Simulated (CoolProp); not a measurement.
Vapour-liquid equilibrium of n-hexane (1) + m-xylene (2) at 388 kPa; x and y are mole fractions of (1).

Values from CoolProp's multi-fluid Helmholtz-energy mixture model, Thol 2019 and Zhou 2012; pair parameters Bell 2016.

```json
[
 {"x": "0.05", "bubble temperature (K)": "462.8", "y at the bubble point": "0.171", "dew temperature at overall composition x (K)": "468.3", "liquid density (mol/L)": "6.570"},
 {"x": "0.2", "bubble temperature (K)": "441.4", "y at the bubble point": "0.542", "dew temperature at overall composition x (K)": "461.4", "liquid density (mol/L)": "6.672"},
 {"x": "0.35", "bubble temperature (K)": "424.9", "y at the bubble point": "0.740", "dew temperature at overall composition x (K)": "453.5", "liquid density (mol/L)": "6.718"},
 {"x": "0.5", "bubble temperature (K)": "413.3", "y at the bubble point": "0.844", "dew temperature at overall composition x (K)": "444.3", "liquid density (mol/L)": "6.707"},
 {"x": "0.65", "bubble temperature (K)": "405.2", "y at the bubble point": "0.904", "dew temperature at overall composition x (K)": "433.1", "liquid density (mol/L)": "6.658"},
 {"x": "0.8", "bubble temperature (K)": "399.0", "y at the bubble point": "0.947", "dew temperature at overall composition x (K)": "418.6", "liquid density (mol/L)": "6.588"},
 {"x": "0.95", "bubble temperature (K)": "393.6", "y at the bubble point": "0.986", "dew temperature at overall composition x (K)": "398.6", "liquid density (mol/L)": "6.518"}
]
```

No azeotrope shows between x = 0.05 and 0.95.

Pair parameters are fitted to limited data, so mixtures are less certain than the pure fluids. The gap from Raoult's law changes sign with composition, which may be real or a fault of the pair parameters; it wasn't checked against measurements.
